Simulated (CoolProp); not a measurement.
A simple Rankine cycle with n-heptane: condensing at 301.15 K, boiler at 0.42 MPa, turbine inlet 468.7 K, turbine efficiency 0.65, pump efficiency 0.6, no recuperator. Each further row changes one setting.

Computed with CoolProp (reference Helmholtz-energy equation of state, Span 2003). It is a short technical equation, of lower accuracy than the large ones.

| case | thermal efficiency (%) | net work (kJ/kg) | heat in (kJ/kg) | turbine exit temperature (K) | volume ratio over the turbine |
|---|---|---|---|---|---|
| as stated | 13.3 | 91.8 | 690 | 422.4 | 59.3 |
| turbine inlet 488.7 K | 13.0 | 96.5 | 740 | 442.7 | 58.6 |
| condensing temperature 293.15 K | 14.2 | 100 | 708 | 418.5 | 87.9 |
| boiler pressure 0.294 MPa | 12.3 | 85.4 | 695 | 427.5 | 40.6 |
| turbine efficiency 0.55 | 11.2 | 77.5 | 690 | 428.9 | 60.2 |
